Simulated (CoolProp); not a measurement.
A single-stage vapour-compression cycle with the fluid: evaporating at 259.15 K (dew point), condensing at 322.15 K (bubble point), superheat 8 K, subcooling 8 K, compressor efficiency 0.9, no pressure losses. The same conditions are run with several fluids, on thermodynamics alone (safety and materials aside).

Model: reference Helmholtz-energy equation of state of each fluid (chlorine: Thol 2021; R124: de Vries 1995; R143a: Lemmon and Jacobsen 2000; trans-2-butene: Lemmon 2005; R142b: Lemmon 2006; R236EA: Rui 2013), in CoolProp.

```tsv
fluid	cooling COP	pressure ratio	discharge temperature (K)	refrigerating effect (kJ/kg)	volumetric capacity (kJ/m³)
chlorine	2.94	6.24	433.3	225	1700
R124	2.89	8.13	331.9	111	659
R143a	2.58	5.77	342.6	122	2010
trans-2-butene	3.06	8.49	338.5	305	437
R142b	3.01	8.03	341.3	162	625
R236EA	2.86	10.7	322.2	113	325
```
